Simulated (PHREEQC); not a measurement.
A solution holds 0.097 mol KHCO3 and 1.76e-05 mol Na2B4O7 per kg of water, at 20 °C. Closed to the air; pH follows from the charge balance.

Model: ion-association model, wateq4f.dat, run in PHREEQC.

The pH is 8.18. The ionic strength is 0.0982 mol/kgw and the total alkalinity is 97.0 meq/kg.

| species | molality | activity | log γ |
|---|---|---|---|
| K+ | 0.0970 | 0.0744 | -0.115 |
| HCO3- | 0.0946 | 0.0748 | -0.102 |
| CO3-2 | 0.00121 | 0.000472 | -0.408 |
| CO2 | 0.00118 | 0.00121 | 0.010 |
| H3BO3 | 6.36e-5 | 6.50e-5 | 0.010 |
| Na+ | 3.39e-5 | 2.66e-5 | -0.105 |
| H2BO3- | 6.83e-6 | 5.11e-6 | -0.126 |

No solid was allowed to form. Complexes and solids missing from the database can't appear.
